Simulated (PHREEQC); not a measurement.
# Brine: an equilibrium model

Dissolve 1.9 mol KCl and 0.187 mol SrCl2 per kg of water at 25 °C. Closed to the air; pH follows from the charge balance.

Computed with PHREEQC (Pitzer model, pitzer.dat).

No solid was allowed to form.

Estimate the activity of water, osmotic coefficient.

activity of water 0.929; osmotic coefficient 0.932.

Complexes and solids missing from the database can't appear.
